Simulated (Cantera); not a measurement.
A closed system holds: 1 mol Nb2O5, 0.62 mol H2, equilibrated at 998.15 K and 1000 Pa.

These are equilibrium values from Cantera (NASA tables, ideal gas, pure condensed phases), not measurements of a reactor. Candidate condensed phases: H2O, Nb, NbO, NbO2, Nb2O5; 12 gas species. Condensed phases not in the tables: the oxides between NbO2 and Nb2O5. Rates play no part.

Base state: H2 0.995, H2O 0.00532 (mole fractions); condensed: NbO2(s) + Nb2O5(s).

Question: What changes in the equilibrium state with this change: temperature from 998.15 K to 1950 K?

Answer: 
| species | before | after |
|---|---|---|
| H2 | 0.995 | 0.825 |
| H2O | 0.00532 | 0.164 |
| H | 2.15e-8 | 0.0104 |
| NbO2 | <1e-9 | 0.000181 |
| OH | <1e-9 | 0.000188 |
| NbO2(s), mol | 0.00660 | 0.204 |
| Nb2O5(s), mol | 0.997 | 0 |
| Nb2O5(l), mol | 0 | 0.898 |
Mutual solubility and eutectic melting of coexisting phases are not modelled.
